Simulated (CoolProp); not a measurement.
Model: reference Helmholtz-energy equation of state, Schroeder 2014, in CoolProp.

Task: Give the vapour pressure (bar), vapour density (kg/m³), liquid cp (kJ/(kg K)), surface tension (mN/m) of saturated ethanol at 118.45, 159.55 °C.

Result: 
| T (°C) | p (bar) | vapour density (kg/m³) | liquid cp (kJ/(kg K)) | surface tension (mN/m) |
|---|---|---|---|---|
| 118.45 | 4.08 | 6.27 | 3.40 | 12.7 |
| 159.55 | 12.4 | 19.1 | 3.96 | 8.63 |

Surface tension comes from a separate correlation (Mulero 2012).
